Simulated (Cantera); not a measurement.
What does this Cantera script print?

```python
import numpy as np
import cantera as ct

gas_names = """
    B BH BH2 BH3 BN B2 H H2 N NH NH2 NH3 N2 N2H2 N2H4
""".split()
cond_names = """
    B(b) B(L) BN(s)
""".split()


# ... load() reads the species with a 1 bar reference pressure and builds the phases ...
atoms = {
    'borazine': {'B': 3, 'N': 3, 'H': 6},
    'N2': {'N': 2},
    'H2': {'H': 2},
}
top_T = {'BN(s)': 3200}  # K; cautious upper limits of use, not melting points


# ... equilibrate(T, P, feed) seeds the gas with the atoms and calls Mixture.equilibrate('TP', solver="vcs", rtol=1e-11, max_steps=5000) ...
results = []
feed = {'borazine': 1, 'N2': 6.3, 'H2': 1}  # mol
P = 1333.22  # Pa
for T in [773, 923, 1073, 1223, 1373, 1523, 1673, 1823, 1973, 2123, 2273, 2423]:
    mix = equilibrate(T, P, feed)
    results.append((T, P, feed, dict(zip(mix.species_names, mix.species_moles))))

top = {s: max(r[3][s] / sum(r[3][g] for g in gas_names) for r in results) for s in gas_names}
cols = sorted((s for s in top if top[s] > 1e-05), key=lambda s: -top[s])[:5]
seen = [c for c in cond_names if any(r[3].get(c, 0) > 1e-12 for r in results)]
print("log10 of partial pressures in bar; condensed amounts in mol")
print(f"{'T/K':>10s}" + "".join(f"{s[:9]:>10s}" for s in cols + seen))
for T, P, feed, n in results:
    ng = sum(n[g] for g in gas_names)
    print(f"{T:10.4g}" + "".join(f"{np.log10(max(n[s] / ng * P / 1e5, 1e-99)):10.3f}" for s in cols)
          + "".join(f"{n.get(c, 0):10.4g}" for c in seen))
```

Result:

```
log10 of partial pressures in bar; condensed amounts in mol
       T/K        N2        H2         H         B       BH2      B(L)     BN(s)
       773    -2.089    -2.286   -13.185   -41.359   -25.013         0         3
       923    -2.089    -2.286   -10.754   -32.437   -20.087         0         3
      1073    -2.089    -2.286    -8.997   -26.016   -16.547         0         3
      1223    -2.089    -2.286    -7.665   -21.178   -13.883         0         3
      1373    -2.089    -2.286    -6.620   -17.403   -11.808         0         3
      1523    -2.089    -2.286    -5.779   -14.376   -10.145         0         3
      1673    -2.089    -2.286    -5.087   -11.898    -8.785         0         3
      1823    -2.089    -2.288    -4.507    -9.831    -7.653         0         3
      1973    -2.090    -2.292    -4.016    -8.081    -6.698         0         3
      2123    -2.093    -2.301    -3.596    -6.581    -5.885         0     2.999
      2273    -2.098    -2.322    -3.237    -5.280    -5.193         0      2.99
      2423    -2.074    -2.424    -2.963    -4.393    -4.922     2.949         0
```

Cantera equilibrium calculation (NASA polynomials, part measured and part estimated; ideal gas, pure solids and liquids). The feed counts by its element totals alone. The tables' values for BH2 are old estimates; treat these amounts as uncertain.
